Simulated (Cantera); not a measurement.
Input: 1 mol SiO2, 1.4 mol CH4, 0.11 mol H2, held at 4.00 bar.

Cantera equilibrium calculation (NASA polynomials, part measured and part estimated; ideal gas, pure solids and liquids). Candidate condensed phases: C, C6H6, C7H8, C8H18, H2O, Si, SiC, SiO2; 123 gas species. Mutual solubility and eutectic melting of coexisting phases are not modelled. The tables hold silica as quartz up to 1696 K and as liquid above; real silica turns to tridymite and cristobalite and melts near 1996 K. Gases not in the tables: Si2H6 and higher silanes. Rates play no part. All values below are at 1975 K.

Base state: H2 0.729, CO 0.243, SiO 0.0270, H 0.000584, H2O 0.000327, CH4 0.000271, C2H2 (acetylene) 3.73e-5, CO2 2.42e-5 (mole fractions); condensed: SiC(s) + SiO2(condensed).

Q: What changes in the equilibrium state with this change: CH4 from 1.4 to 5.7 mol?

A: 
```csv
species,before,after
H2,0.729,0.849
CO,0.243,0.147
CH4,0.000271,0.00131
SiO,0.0270,0.00129
C2H4,8.45e-7,1.45e-5
C2H2 (acetylene),3.73e-5,0.000552
CO2,2.42e-5,2.49e-6
"SiC(s), mol",0.431,0.983
"SiO2(condensed), mol",0.461,0
"C(graphite), mol",0,2.70
```
